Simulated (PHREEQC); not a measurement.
Cooling-tower water: an equilibrium model

A made-up water analysis in mmol/kgw, 10 °C, pH 6.6, pe 3:

```csv
constituent,mmol/kgw
Na,10.3
K,2.33
Ca,0.904
Mg,0.111
Cl,2.43
S(6),4.5
Alkalinity (meq/kgw),3.34
F,0.152
```

Valence states are taken as typed.

Equilibrium calculation in PHREEQC: ion-association model, wateq4f.dat.

```json
{
 "ionic_strength": "0.0192 mol/kgw",
 "charge_balance_error": "-0.9 %"
}
```

```tsv
species	molality	activity	log γ
Na+	0.0102	0.00892	-0.057
SO4-2	0.00415	0.00247	-0.226
HCO3-	0.00331	0.00291	-0.055
Cl-	0.00243	0.00212	-0.059
K+	0.00230	0.00201	-0.059
CO2	0.00212	0.00213	0.002
Ca+2	0.000710	0.000426	-0.222
CaSO4	0.000180	0.000181	0.002
F-	0.000150	0.000131	-0.060
NaSO4-	0.000114	1.00e-4	-0.055
Mg+2	8.81e-5	5.34e-5	-0.217
KSO4-	3.00e-5	2.64e-5	-0.055
MgSO4	2.05e-5	2.06e-5	0.002
NaHCO3	1.45e-5	1.46e-5	0.002
```

This is a speciation only: nothing precipitates in the calculation. Species that the database lacks are ignored. Away from 25 °C the constants follow the database's enthalpies or fits; those with neither stay at their 25 °C values.
